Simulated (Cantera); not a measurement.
An adiabatic, constant-volume homogeneous reactor starts with CH4 : O2 : N2 = 1 : 1.54 : 5.78 (molar parts), equivalence ratio 1.3, at 1225 K and 500000 Pa. Integrator tolerance rtol = 1e-08.

Cantera simulation using GRI-Mech 3.0 (53 species, 325 reactions); the numbers are that mechanism's predictions, not measurements.

What does this change do: initial temperature 1225 to 1423 K?


| quantity | before | after |
|---|---|---|
| time of steepest temperature rise | 7.87 ms | 0.780 ms |
| temperature at 1.00 s | 2974 K | 3052 K |
| equilibrium temperature | 2974 K | 3052 K |
| x(CH4) at 1.00 s | 3.31e-12 (gas-phase equilibrium 3.90e-12) | 2.63e-12 (gas-phase equilibrium 3.14e-12) |
| x(O2) at 1.00 s | 0.00217 (gas-phase equilibrium 0.00217) | 0.00340 (gas-phase equilibrium 0.00340) |
| x(NO) at 1.00 s | 0.00427 (gas-phase equilibrium 0.00427) | 0.00585 (gas-phase equilibrium 0.00585) |
| x(CH3) at 1.00 s | 1.04e-11 (gas-phase equilibrium 1.22e-11) | 1.06e-11 (gas-phase equilibrium 1.26e-11) |
| x(HCN) at 1.00 s | 7.86e-8 (gas-phase equilibrium 7.86e-8) | 8.10e-8 (gas-phase equilibrium 8.10e-8) |
| x(CH2CO) at 1.00 s | <1e-12 (gas-phase equilibrium <1e-12) | <1e-12 (gas-phase equilibrium <1e-12) |
| x(H2) at 1.00 s | 0.0423 (gas-phase equilibrium 0.0423) | 0.0445 (gas-phase equilibrium 0.0445) |
Above 3000 K some thermodynamic fits are extrapolated.
